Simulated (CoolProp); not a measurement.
Properties of hydrogen chloride along the isobar 326 bar.

Computed with CoolProp (reference Helmholtz-energy equation of state, Thol 2018).

```
T (K)          phase  cp (kJ/(kg K))  cv (kJ/(kg K))  speed of sound (m/s)  expansivity (1/kK)
-----  -------------  --------------  --------------  --------------------  ------------------
206.5         liquid           1.596           1.012                  1147               1.841
230.7         liquid           1.600          0.9670                  1054                 ___
255           liquid           1.618             ___                 960.8               2.259
279.2         liquid           1.652          0.8966                   ___               2.572
303.5         liquid           1.702             ___                 775.6               2.992
327.7  supercritical           1.774          0.8444                 686.5               3.555
352    supercritical           1.868          0.8234                 602.8               4.303
376.2  supercritical           1.970          0.8043                 531.4               5.184
400.5  supercritical           2.035          0.7837                 478.7               5.949
424.7  supercritical           1.996          0.7575                 447.8               6.189
449    supercritical             ___          0.7265                   ___               5.758
473.2  supercritical           1.643          0.6969                 434.5               4.996
497.5  supercritical           1.471          0.6727                 439.7               4.259
521.7  supercritical           1.341          0.6550                 447.3               3.670
546    supercritical             ___          0.6425                 456.0               3.215
```

Question: Some entries are withheld; supply them.

Answer: 
- 230.7, expansivity (1/kK): 2.021
- 255, cv (kJ/(kg K)): 0.9290
- 279.2, speed of sound (m/s): 867.9
- 303.5, cv (kJ/(kg K)): 0.8685
- 449, cp (kJ/(kg K)): 1.840
- 449, speed of sound (m/s): 435.2
- 546, cp (kJ/(kg K)): 1.247
